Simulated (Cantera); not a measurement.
A Cantera script and its output.

```python
import numpy as np
import cantera as ct

gas = ct.Solution("gri30.yaml")
gas.TPX = 1550, 12000, {'CH4': 1, 'N2': 9.7}
inlet = ct.Reservoir(gas, clone=True)

reactor = ct.IdealGasConstPressureReactor(gas, energy="off", clone=False)
exhaust = ct.Reservoir(gas, clone=True)
tau = [13, 5.8, 2.5, 1.1, 0.45, 0.19, 0.083, 0.036, 0.015, 0.0065, 0.0028][0]
for a, b in ((inlet, reactor), (reactor, exhaust)):
    ct.MassFlowController(a, b, mdot=lambda t: reactor.mass / tau)
net = ct.ReactorNet([reactor])
show = ['CH4', 'CH2', 'C2H6', 'C2H2', 'H', 'C2H']

rows = []
print(f"{'tau/s':>10s}{'T/K':>9s}" + "".join(f"{s:>11s}" for s in show))
for tau in [13, 5.8, 2.5, 1.1, 0.45, 0.19, 0.083, 0.036, 0.015, 0.0065, 0.0028]:
    net.initial_time = 0.0
    net.advance(30 * tau)
    before = gas.X
    net.advance(40 * tau)
    drift = np.max(np.abs(gas.X - before) / (gas.X + 1e-9))
    rows.append([gas.T, *gas[show].X, drift])
    print(f"{tau:10.3e}{gas.T:9.1f}" + "".join(f"{x:11.3e}" for x in gas[show].X))
```

Result:

```
     tau/s      T/K        CH4        CH2       C2H6       C2H2          H        C2H
 1.300e+01   1550.0  1.630e-02  1.216e-08  3.810e-06  3.512e-02  2.193e-05  1.850e-08
 5.800e+00   1550.0  2.469e-02  1.628e-08  8.156e-06  3.122e-02  1.849e-05  1.558e-08
 2.500e+00   1550.0  3.638e-02  2.167e-08  1.702e-05  2.573e-02  1.471e-05  1.234e-08
 1.100e+00   1550.0  4.968e-02  2.816e-08  3.216e-05  1.940e-02  1.113e-05  9.231e-09
 4.500e-01   1550.0  6.398e-02  3.657e-08  5.739e-05  1.242e-02  7.633e-06  6.122e-09
 1.900e-01   1550.0  7.563e-02  4.472e-08  8.757e-05  6.616e-03  4.782e-06  3.518e-09
 8.300e-02   1550.0  8.412e-02  4.815e-08  1.087e-04  2.606e-03  2.560e-06  1.535e-09
 3.600e-02   1550.0  8.985e-02  3.872e-08  9.321e-05  5.562e-04  9.905e-07  3.763e-10
 1.500e-02   1550.0  9.259e-02  1.807e-08  4.142e-05  4.502e-05  2.681e-07  4.155e-11
 6.500e-03   1550.0  9.325e-02  5.648e-09  1.094e-05  2.248e-06  9.268e-08  3.613e-12
 2.800e-03   1550.0  9.339e-02  1.376e-09  1.947e-06  8.691e-08  5.246e-08  2.170e-13
```

Computed with Cantera and GRI-Mech 3.0 (53 species, 325 reactions). GRI-Mech 3.0 stops at C3 and has no aromatics, soot or wall deposition, so with more carbon than oxygen in the feed, carbon stays in small species such as C2H2 where larger ones or solid carbon would form.
